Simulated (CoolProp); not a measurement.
Vapour-liquid equilibrium of nitrogen (1) + carbon monoxide (2) at -169.45 °C; x and y are mole fractions of (1).

Model: multi-fluid Helmholtz-energy mixture model, Span 2000 and Lemmon 2006; pair parameters Gernert 2013, in CoolProp.

Give the bubble pressure and the first vapour's composition at x = 0.275, 0.35, 0.8. Is there an azeotrope?

x = 0.275: 0.7979 MPa, y = 0.338; x = 0.35: 0.8216 MPa, y = 0.419; x = 0.8: 0.9498 MPa, y = 0.833. No azeotrope shows between x = 0.05 and 0.95.

Pair parameters are fitted to limited data, so mixtures are less certain than the pure fluids.
